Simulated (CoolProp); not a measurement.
Vapour-liquid equilibrium of trans-2-butene (1) + methanol (2) at 371.3 K; x and y are mole fractions of (1).

The numbers come from the multi-fluid Helmholtz-energy mixture model, Lemmon 2005 and de Reuck 1993; pair parameters Bell 2016 in CoolProp.

Task: Give the bubble pressure and the first vapour's composition at x = 0.15, 0.55, 0.75. Is there an azeotrope?

Result: x = 0.15: 1098 kPa, y = 0.696; x = 0.55: 1436 kPa, y = 0.777; x = 0.75: 1484 kPa, y = 0.811. y crosses x between x = 0.85 and 0.95: the model has an azeotrope there.

Pair parameters are fitted to limited data, so mixtures are less certain than the pure fluids. With so large a gap from Raoult's law the liquid may split in two, which this calculation doesn't test in full.
